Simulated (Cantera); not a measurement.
Input: 1 mol Si, 1.4 mol Cl₂, 2.9 mol H₂, held at 1075 K.

Method: chemical equilibrium by Gibbs-energy minimisation in Cantera with the NASA 1993 tables (ideal gas, pure condensed phases). Candidate condensed phases: Si; 19 gas species. Kinetics and transport are ignored.

Task: What share of the Si ends up in condensed phases as a function of P (Pa), at 10000, 31000, 98000, 310000, 960000, 3000000?

Result: 
```tsv
P (Pa)	Si condensed (%)	as
10000	28.6	Si(s)
31000	27.0	Si(s)
98000	25.1	Si(s)
310000	22.9	Si(s)
960000	20.4	Si(s)
3000000	17.5	Si(s)
```
